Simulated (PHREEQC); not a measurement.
Solution (25 °C): 0.18 mol TMAH, 4.4e-05 mol K2SiO3 and 0.00012 mol K2CO3 per kg of water. Closed to the air; pH follows from the charge balance.

Equilibrium calculation in PHREEQC: ion-association model, phreeqc.dat.

Each row changes one thing in this solution. This is a speciation only: nothing precipitates in the calculation.

| case | pH | ionic strength (mol/kgw) | H2SiO4-2 (mol/kgw) | H3SiO4- (mol/kgw) | HCO3- (mol/kgw) | H4SiO4 (mol/kgw) | SI of Quartz (SiO2) |
|---|---|---|---|---|---|---|---|
| as made | 13.11 | 0.180 | 2.92e-5 | 1.48e-5 | 8.51e-8 | 5.46e-9 | -4.26 |
| temperature from 25 to 50 °C | 12.37 | 0.180 | 2.65e-5 | 1.75e-5 | 3.15e-7 | 1.66e-8 | -4.12 |
| K2SiO3 from 4.4e-05 to 3.96e-05 mol/kgw | 13.11 | 0.180 | 2.63e-5 | 1.33e-5 | 8.51e-8 | 4.92e-9 | -4.30 |
| TMAH left out | 10.11 | 0.000375 | 2.69e-8 | 2.89e-5 | 7.32e-5 | 1.50e-5 | -0.84 |
| temperature from 25 to 45 °C | 12.50 | 0.180 | 2.71e-5 | 1.69e-5 | 2.45e-7 | 1.35e-8 | -4.14 |
| diluted 5-fold with water | 12.47 | 0.0361 | 2.17e-6 | 6.61e-6 | 1.04e-7 | 1.25e-8 | -3.92 |
| temperature from 25 to 85 °C | 11.59 | 0.180 | 2.22e-5 | 2.17e-5 | 1.58e-6 | 5.89e-8 | -3.96 |
| TMAH from 0.18 to 0.36 mol/kgw | 13.38 | 0.360 | 3.56e-5 | 8.36e-6 | 3.87e-8 | 1.48e-9 | -4.80 |
| K2CO3 from 0.00012 to 2.4e-05 mol/kgw | 13.11 | 0.180 | 2.92e-5 | 1.48e-5 | 1.70e-8 | 5.46e-9 | -4.26 |

Species that the database lacks are ignored. (CH3)4N+ isn't in the database: it is added as a free cation with an ion size of 4 Å. At this temperature some constants are extrapolated from 25 °C, and those without enthalpy data are left unchanged.
